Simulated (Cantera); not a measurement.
Adiabatic ignition

An adiabatic, constant-pressure homogeneous reactor starts with 16.2 % CO, 16.2 % H₂, 0.746 % CH₄, 13.6 % O₂, 51.2 % N₂, 1.95 % H₂O, equivalence ratio 1.3, at 1423 K and 233 Torr.

Model: GRI-Mech 3.0 (53 species, 325 reactions), integrated in Cantera.

```json
[
 {"t (s)": "5.00e-6", "T (K)": "1423", "x CO": "0.162", "x H₂": "0.162", "x CH₄": "0.00746", "x CH₂O": "2.78e-11", "x CH₂": "<1e-12", "x HCO": "4.32e-12"},
 {"t (s)": "2.09e-5", "T (K)": "1423", "x CO": "0.162", "x H₂": "0.162", "x CH₄": "0.00746", "x CH₂O": "4.94e-9", "x CH₂": "7.44e-12", "x HCO": "1.20e-10"},
 {"t (s)": "8.71e-5", "T (K)": "1678", "x CO": "0.140", "x H₂": "0.0322", "x CH₄": "1.28e-9", "x CH₂O": "5.67e-10", "x CH₂": "5.19e-12", "x HCO": "3.87e-7"},
 {"t (s)": "0.000363", "T (K)": "2150", "x CO": "0.108", "x H₂": "0.0396", "x CH₄": "<1e-12", "x CH₂O": "2.08e-10", "x CH₂": "<1e-12", "x HCO": "1.56e-7"},
 {"t (s)": "0.00152", "T (K)": "2586", "x CO": "0.106", "x H₂": "0.0336", "x CH₄": "<1e-12", "x CH₂O": "3.23e-10", "x CH₂": "<1e-12", "x HCO": "6.85e-8"},
 {"t (s)": "0.00632", "T (K)": "2686", "x CO": "0.104", "x H₂": "0.0317", "x CH₄": "<1e-12", "x CH₂O": "4.11e-10", "x CH₂": "<1e-12", "x HCO": "6.17e-8"},
 {"t (s)": "0.0264", "T (K)": "2683", "x CO": "0.105", "x H₂": "0.0319", "x CH₄": "<1e-12", "x CH₂O": "4.16e-10", "x CH₂": "<1e-12", "x HCO": "6.15e-8"},
 {"t (s)": "0.110", "T (K)": "2683", "x CO": "0.105", "x H₂": "0.0319", "x CH₄": "<1e-12", "x CH₂O": "4.16e-10", "x CH₂": "<1e-12", "x HCO": "6.15e-8"},
 {"t (s)": "0.459", "T (K)": "2683", "x CO": "0.105", "x H₂": "0.0319", "x CH₄": "<1e-12", "x CH₂O": "4.16e-10", "x CH₂": "<1e-12", "x HCO": "6.15e-8"},
 {"t (s)": "1.92", "T (K)": "2683", "x CO": "0.105", "x H₂": "0.0319", "x CH₄": "<1e-12", "x CH₂O": "4.16e-10", "x CH₂": "<1e-12", "x HCO": "6.15e-8"},
 {"t (s)": "8.00", "T (K)": "2683", "x CO": "0.105", "x H₂": "0.0319", "x CH₄": "<1e-12", "x CH₂O": "4.16e-10", "x CH₂": "<1e-12", "x HCO": "6.15e-8"}
]
```
x: mole fraction; the columns are a selection and need not sum to one.

```
Quantity                                                           Value
---------------------------------  -------------------------------------
time of steepest temperature rise                                69.3 µs
temperature at 8.00 s                                             2683 K
equilibrium temperature                                           2683 K
x(CO) at 8.00 s                      0.105 (gas-phase equilibrium 0.105)
x(H₂) at 8.00 s                    0.0319 (gas-phase equilibrium 0.0319)
x(CH₄) at 8.00 s                   <1e-12 (gas-phase equilibrium <1e-12)
```
